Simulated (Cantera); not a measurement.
What does this Cantera script print?

```python
import numpy as np
import cantera as ct

gas = ct.Solution("gri30.yaml")


def delay(T, t_max=10):
    gas.TPX = T, 101325, {'C3H8': 1, 'O2': 3.33, 'N2': 12.5, 'H2O': 2.7}
    reactor = ct.IdealGasReactor(gas, clone=False)
    net = ct.ReactorNet([reactor])
    net.rtol, net.atol = 1e-8, 1e-16
    while net.time < t_max:
        t_old, T_old = net.time, reactor.T
        net.step()
        if reactor.T > T + 400:  # ignition: a rise of 400 K
            return t_old + (T + 400 - T_old) / (reactor.T - T_old) * (net.time - t_old)
    return np.nan


taus = []
for T in [1100, 1200, 1300, 1400, 1500, 1600, 1700, 1800]:
    taus.append(delay(T))
    print(f"T0 = {T:6g} K   tau = {taus[-1]:.4e} s")
```

Result:

```
T0 =   1100 K   tau = 6.3799e-02 s
T0 =   1200 K   tau = 7.2757e-03 s
T0 =   1300 K   tau = 1.1769e-03 s
T0 =   1400 K   tau = 2.7535e-04 s
T0 =   1500 K   tau = 8.9317e-05 s
T0 =   1600 K   tau = 3.7946e-05 s
T0 =   1700 K   tau = 1.9849e-05 s
T0 =   1800 K   tau = 1.2082e-05 s
```

Cantera simulation using GRI-Mech 3.0 (53 species, 325 reactions); the numbers are that mechanism's predictions, not measurements. GRI-Mech 3.0 was tuned for natural gas; its chemistry of propane as a main component is partial and can be far from experiment.
